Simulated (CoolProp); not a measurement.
A single-stage vapour-compression cycle with R245ca: evaporating at 266.15 K (dew point), condensing at 295.15 K (bubble point), superheat 8 K, subcooling 2 K, compressor efficiency 0.75, no pressure losses. Each further row changes one setting.

Values from CoolProp's reference Helmholtz-energy equation of state, Zhou 2016.

```json
[
 {"case": "as stated", "cooling COP": "6.30", "pressure ratio": "3.70", "discharge temperature (K)": "310.4", "refrigerating effect (kJ/kg)": "192", "volumetric capacity (kJ/m³)": "276"},
 {"case": "evaporating temperature 271.15 K", "cooling COP": "7.90", "pressure ratio": "2.88", "discharge temperature (K)": "308.6", "refrigerating effect (kJ/kg)": "196", "volumetric capacity (kJ/m³)": "356"},
 {"case": "condensing temperature 290.15 K", "cooling COP": "7.76", "pressure ratio": "3.02", "discharge temperature (K)": "304.7", "refrigerating effect (kJ/kg)": "199", "volumetric capacity (kJ/m³)": "286"},
 {"case": "subcooling 7 K", "cooling COP": "___", "pressure ratio": "3.70", "discharge temperature (K)": "310.4", "refrigerating effect (kJ/kg)": "199", "volumetric capacity (kJ/m³)": "286"},
 {"case": "superheat 18 K", "cooling COP": "___", "pressure ratio": "3.70", "discharge temperature (K)": "___", "refrigerating effect (kJ/kg)": "___", "volumetric capacity (kJ/m³)": "___"},
 {"case": "compressor efficiency 0.65", "cooling COP": "5.46", "pressure ratio": "3.70", "discharge temperature (K)": "___", "refrigerating effect (kJ/kg)": "192", "volumetric capacity (kJ/m³)": "276"}
]
```

### Question
Complete the blanks.

### Answer

- subcooling 7 K, cooling COP: 6.52
- superheat 18 K, cooling COP: 6.34
- superheat 18 K, discharge temperature (K): 320.6
- superheat 18 K, refrigerating effect (kJ/kg): 201
- superheat 18 K, volumetric capacity (kJ/m³): 278
- compressor efficiency 0.65, discharge temperature (K): 315.4
